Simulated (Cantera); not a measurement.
A perfectly stirred reactor is fed with CH₄ : O₂ : N₂ = 1 : 3.28 : 12.3 (molar parts), equivalence ratio 0.61, at 14.8 atm; it is adiabatic with a 400 K inlet, and is followed from long to short residence time, starting on the burning branch (τ in s: 0.024, 0.011, 0.0054, 0.0025, 0.0012, 0.00056, 0.00026, 0.00012, 5.9e-05).

Detailed kinetics in Cantera: GRI-Mech 3.0 (53 species, 325 reactions). The pressure lies above the range GRI-Mech 3.0 was tuned for (to about 10 atm).

Q: What does this change do: 0.21 parts H2 added?

A: 
```
quantity                                                                        before                                 after
------------------------------------------------  ------------------------------------  ------------------------------------
blow-out, bracketed by the residence times tried  burning at 0.560 ms, out at 0.260 ms  burning at 0.260 ms, out at 0.120 ms
x(CH₄) at τ = 24.0 ms                                                          1.46e-5                               9.84e-6
x(O₂) at τ = 24.0 ms                                                            0.0772                                0.0704
x(NO) at τ = 24.0 ms                                                           4.76e-6                               1.15e-5
x(HCN) at τ = 24.0 ms                                                          5.27e-9                               8.20e-9
x(C₂H₄) at τ = 24.0 ms                                                         1.47e-8                               5.18e-9
x(CH₄) at τ = 1.20 ms                                                         0.000165                              0.000103
x(O₂) at τ = 1.20 ms                                                            0.0785                                0.0712
x(NO) at τ = 1.20 ms                                                           2.39e-6                               4.95e-6
x(HCN) at τ = 1.20 ms                                                          1.99e-8                               2.80e-8
x(C₂H₄) at τ = 1.20 ms                                                         1.07e-6                               3.47e-7
```
